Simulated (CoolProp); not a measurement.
Vapour-liquid equilibrium of n-hexane (1) + toluene (2) at 391.5 K; x and y are mole fractions of (1).

Model: multi-fluid Helmholtz-energy mixture model, Thol 2019 and Lemmon 2006; pair parameters Bell 2016, in CoolProp.

```csv
x,"bubble pressure, mixture model (kPa)","bubble pressure, Raoult's law (kPa)","y, mixture model","y, Raoult's law"
0.05,?,138.6,0.170,0.139
0.2,195.2,177.5,0.462,0.434
0.35,236.7,216.4,0.622,0.623
0.5,?,255.3,?,0.754
0.65,307.4,294.2,?,0.851
0.8,340.6,333.1,?,0.925
0.95,?,372.0,?,0.983
```

**Question.** Complete the blanks.

**Answer.** 
- 0.05, bubble pressure, mixture model (kPa): 145.1
- 0.5, bubble pressure, mixture model (kPa): 273.4
- 0.5, y, mixture model: 0.732
- 0.65, y, mixture model: 0.821
- 0.8, y, mixture model: 0.900
- 0.95, bubble pressure, mixture model (kPa): 373.8
- 0.95, y, mixture model: 0.975

The largest gap from Raoult's law is +10.0 % in bubble pressure, at x = 0.2. No azeotrope shows between x = 0.05 and 0.95.

The pair parameters rest on a limited set of measurements; away from them the model extrapolates.
